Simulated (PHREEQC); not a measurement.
Consider water at 25 °C with 0.0066 mol H2SO4, 8.1e-05 mol Al2(SO4)3 and 0.0006 mol MgSO4 per kg of water. Closed to the air; pH follows from the charge balance.

Computed with PHREEQC (ion-association model, phreeqc.dat).

- pH = 2.03
- ionic strength = 0.0164 mol/kgw
- specific conductance = 4100 µS/cm
- total alkalinity = -13.2 meq/kg

```json
[
 {"species": "H+", "molality": "0.0104", "activity": "0.00937", "log γ": "-0.047"},
 {"species": "SO4-2", "molality": "0.00438", "activity": "0.00266", "log γ": "-0.217"},
 {"species": "HSO4-", "molality": "0.00275", "activity": "0.00242", "log γ": "-0.055"},
 {"species": "Mg+2", "molality": "0.000434", "activity": "0.000268", "log γ": "-0.209"},
 {"species": "MgSO4", "molality": "0.000167", "activity": "0.000167", "log γ": "0.002"},
 {"species": "AlSO4+", "molality": "0.000119", "activity": "0.000105", "log γ": "-0.055"},
 {"species": "Al+3", "molality": "3.32e-5", "activity": "1.24e-5", "log γ": "-0.427"},
 {"species": "Al(SO4)2-", "molality": "9.99e-6", "activity": "8.80e-6", "log γ": "-0.055"},
 {"species": "AlHSO4+2", "molality": "1.45e-7", "activity": "8.68e-8", "log γ": "-0.222"},
 {"species": "AlOH+2", "molality": "2.15e-8", "activity": "1.32e-8", "log γ": "-0.213"}
]
```

No solid was allowed to form.
